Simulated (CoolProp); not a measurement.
Diethyl ether at several states: fugacity coefficient from the reference equation and from simpler models built on Tc = 194.7 °C, pc = 37.17 bar, ω = 0.282; each cubic takes its own stable root.

Values from CoolProp's reference Helmholtz-energy equation of state, Thol 2014.

```json
[
 {"T (°C)": "270.65", "p (bar)": "0.227", "phase": "gas", "reference": "0.9988"},
 {"T (°C)": "222.25", "p (bar)": "92.6", "phase": "supercritical", "reference": "0.4247"},
 {"T (°C)": "11.25", "p (bar)": "7.6", "phase": "liquid", "reference": "0.05431"},
 {"T (°C)": "21.85", "p (bar)": "93.9", "phase": "liquid", "reference": "0.009664"}
]
```

Problem. How far does each simpler model (van der Waals, Redlich-Kwong, Soave-Redlich-Kwong, Peng-Robinson) lie from the reference over these 4 states: mean and median of the absolute difference, and the worst?

Solution. 
- van der Waals: mean 345.8 %, median 345.6 %, worst +692.1 % at 11.25 °C and 7.6 bar
- Redlich-Kwong: mean 54.7 %, median 53.8 %, worst +111.2 % at 11.25 °C and 7.6 bar
- Soave-Redlich-Kwong: mean 2.4 %, median 1.8 %, worst +5.9 % at 222.25 °C and 92.6 bar
- Peng-Robinson: mean 0.5 %, median 0.5 %, worst +1.0 % at 11.25 °C and 7.6 bar
